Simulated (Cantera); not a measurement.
## Reactions in the system C-O-Ta

Standard-state values (1 bar) from the NASA 1993 polynomials, evaluated with Cantera. Values are per mole of reaction as written; species without (g) are pure solids or liquids, kept so even where they would boil at 1 bar.

TaO2(g) + 2 CO(g) = Ta + 2 CO2(g)

```json
[
 {"T (K)": "1300", "ΔH° (kJ)": "-354.6", "ΔS° (J/K)": "-194.5", "ΔG° (kJ)": "-101.8", "log10 K": "4.09"},
 {"T (K)": "1450", "ΔH° (kJ)": "-351.9", "ΔS° (J/K)": "-192.6", "ΔG° (kJ)": "-72.7", "log10 K": "2.62"},
 {"T (K)": "1600", "ΔH° (kJ)": "-349.1", "ΔS° (J/K)": "-190.7", "ΔG° (kJ)": "-44.0", "log10 K": "1.44"},
 {"T (K)": "1750", "ΔH° (kJ)": "-346.2", "ΔS° (J/K)": "-188.9", "ΔG° (kJ)": "-15.5", "log10 K": "0.46"},
 {"T (K)": "1900", "ΔH° (kJ)": "-343.1", "ΔS° (J/K)": "-187.3", "ΔG° (kJ)": "12.7", "log10 K": "-0.35"},
 {"T (K)": "2050", "ΔH° (kJ)": "-339.9", "ΔS° (J/K)": "-185.6", "ΔG° (kJ)": "40.7", "log10 K": "-1.04"}
]
```
